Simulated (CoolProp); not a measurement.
A Linde-Hampson liquefier for ethylene: isothermal reversible compression at 300 K from 1 atm to 40 MPa, throttling to 1 atm, return gas leaving the recuperator 10 K below the feed. Each further row changes one setting.

Computed with CoolProp (reference Helmholtz-energy equation of state, Smukala 2000).

```csv
case,liquid yield per pass,compression work (kJ/kg of gas)
as stated,0.463,420
high pressure 80 MPa,0.412,503
warm-end temperature 330 K,0.391,492
warm-end gap 15 K,0.457,420
```
